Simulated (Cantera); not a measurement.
Cantera run:

```python
import numpy as np
import cantera as ct

gas_names = """
    F F2 N NF NF2 NF3 N2 Si SiF SiF2 SiF3 SiF4 SiN Si2 Si2N Si3
""".split()
cond_names = """
    Si(cr) Si(L) Si3N4(a)
""".split()


# ... load() reads the species with a 1 bar reference pressure and builds the phases ...
atoms = {
    'Si': {'Si': 1},
    'NF3': {'N': 1, 'F': 3},
}
top_T = {'Si3N4(a)': 2400}  # K; cautious upper limits of use, not melting points


# ... equilibrate(T, P, feed) seeds the gas with the atoms and calls Mixture.equilibrate('TP', solver="vcs", rtol=1e-11, max_steps=5000) ...
results = []
feed = {'Si': 1, 'NF3': 3.4}  # mol
T = 1350  # K
P = 17  # Pa
mix = equilibrate(T, P, feed)
results.append((T, P, feed, dict(zip(mix.species_names, mix.species_moles))))
x = sorted(zip(gas.X, gas.species_names), reverse=True)
print(f"T = {T:g} K  P = {P:g} Pa  gas = {mix.phase_moles(0):.4g} mol")
print("   x: " + "  ".join(f"{s} {v:.3e}" for v, s in x if v > 1e-06))
print("   condensed (mol): " + ("  ".join(f"{mix.phase(i).name} {mix.phase_moles(i):.4g}"
      for i in range(1, mix.n_phases) if mix.phase_moles(i) > 1e-12) or "none"))
```

Result:

```
T = 1350 K  P = 17 Pa  gas = 8.9 mol
   x: F 6.966e-01  N2 1.910e-01  SiF4 1.124e-01  F2 4.902e-05
   condensed (mol): none
```

These are equilibrium values from Cantera (NASA tables, ideal gas, pure condensed phases), not measurements of a reactor.
